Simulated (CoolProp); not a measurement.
The fluid at 284.62 K and 0.305 MPa expands adiabatically to 0.0376 MPa with isentropic efficiency 1. The same conditions are run with several fluids, on thermodynamics alone (safety and materials aside).

Model: reference Helmholtz-energy equation of state of each fluid (chlorine: Thol 2021; propylene: Lemmon 2013; R507A: Lemmon 2003; R125: Lemmon 2005; fluoroethane (R161): Wu 2012), in CoolProp. Blends and air are pseudo-pure fits.

### Question
Rank chlorine, propylene, R507A, R125, fluoroethane (R161) by work (kJ/kg), highest first.

### Answer
propylene (97.9), fluoroethane (R161) (84.7), chlorine (55.6), R507A (43.1), R125 (36.1)

```tsv
fluid	final temperature (K)	final phase	final density (kg/m³)
chlorine	218.8	two-phase, vapour fraction 0.903	1.64
propylene	206.6	gas	0.937
R507A	224.1	gas	2.03
R125	230.2	gas	2.39
fluoroethane (R161)	216.1	two-phase, vapour fraction 0.963	1.06
```
